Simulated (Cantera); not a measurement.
Charge: 1 mol Nb2O5, a varied amount of H2, held at 0.320 bar.

These are equilibrium values from Cantera (NASA tables, ideal gas, pure condensed phases), not measurements of a reactor. Candidate condensed phases: H2O, Nb, NbO, NbO2, Nb2O5; 12 gas species. Mutual solubility and eutectic melting of coexisting phases are not modelled. NbO: taken at fixed stoichiometry. Condensed phases not in the tables: the oxides between NbO2 and Nb2O5, N, O or C dissolved in the metal. Kinetics and transport are ignored.

Question: What condenses at these points (T in °C, n(H2) in mol): (1400, 25); (1700, 2600); (1000, 1500); (1700, 460); (1700, 830); (1500, 260); (1300, 260); (1800, 2600)?

Answer: 
```tsv
T (°C)	n(H2) in mol	condensed phases	Nb condensed (%)
1400	25	NbO2	100.0
1700	2600	Nb + NbO	99.8
1000	1500	NbO2	100.0
1700	460	NbO	99.9
1700	830	NbO	99.9
1500	260	NbO + NbO2	100.0
1300	260	NbO2	100.0
1800	2600	Nb	99.2
```
